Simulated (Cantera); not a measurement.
A freely propagating, adiabatic, planar premixed flame of H2 : O2 : N2 = 1 : 0.294 : 1.11 (molar parts), equivalence ratio 1.7, unburnt at 423 K and 920000 Pa; mixture-averaged transport, grid criteria slope 0.08 and curve 0.16, no radiation.

Computed with Cantera and the H2/O2 subset of GRI-Mech 3.0, which has no nitrogen chemistry. The hydrogen kinetics of GRI-Mech 3.0 are dated; newer H2 mechanisms differ, most at raised pressure. Burning velocities carry a grid error of a few per cent, more on coarse grids.

Predict: laminar burning velocity; thermal thickness; peak x(O); peak x(OH); peak x(H2O2).


```json
{
 "laminar_burning_velocity": "462 cm/s",
 "thermal_thickness": "0.0234 mm",
 "peak x(O)": "0.00209",
 "peak x(OH)": "0.00526",
 "peak x(H2O2)": "0.000151"
}
```
